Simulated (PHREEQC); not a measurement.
1.2 g of hydrous ferric oxide (600 m²/g; 0.2 weak and 0.005 strong sites per Fe, Dzombak-Morel constants, diffuse double layer) in 1 kg of water with 0.01 mol/kgw of an inert sodium salt and 0.021 mmol/kgw BaCl2, 0.15 mmol/kgw ZnCl2 and 0.067 mmol/kgw CaCl2, at 25 °C; the pH is set by adding NaOH or the inert anion's acid. Oxygen alone is held at its pressure in air (log pO2 = -0.68). CO2 from the air is kept out. Precipitation was switched off in this run.

Base run: PHREEQC, ion-association model, wateq4f.dat. Each further column changes one thing. The table gives Ba sorbed (%).

```tsv
pH	base	no electrostatic term (-no_edl)	background salt from 0.01 to 0.001 mol/kgw	oxide from 1.2 to 6 g/kgw
4	0.0	0.6	0.0	0.0
4.75	0.0	3.0	0.0	0.0
5.5	0.0	4.7	0.0	0.1
5.88	0.0	3.7	0.0	0.4
6.62	0.1	6.5	0.1	5.0
7.38	0.9	___	1.0	___
8.12	14.5	20.6	17.0	94.5
8.5	38.5	___	___	___
9.25	90.4	15.1	93.4	___
10	99.4	10.3	___	100.0
```

Some entries are withheld; supply them.


- 7.38, no electrostatic term (-no_edl): 15.5
- 7.38, oxide from 1.2 to 6 g/kgw: 49.9
- 8.5, no electrostatic term (-no_edl): 20.3
- 8.5, background salt from 0.01 to 0.001 mol/kgw: 43.9
- 8.5, oxide from 1.2 to 6 g/kgw: 98.8
- 9.25, oxide from 1.2 to 6 g/kgw: 99.9
- 10, background salt from 0.01 to 0.001 mol/kgw: 99.7

 In at least one series the solution becomes supersaturated in solids that the run did not let form, among them Zn(OH)2-e.
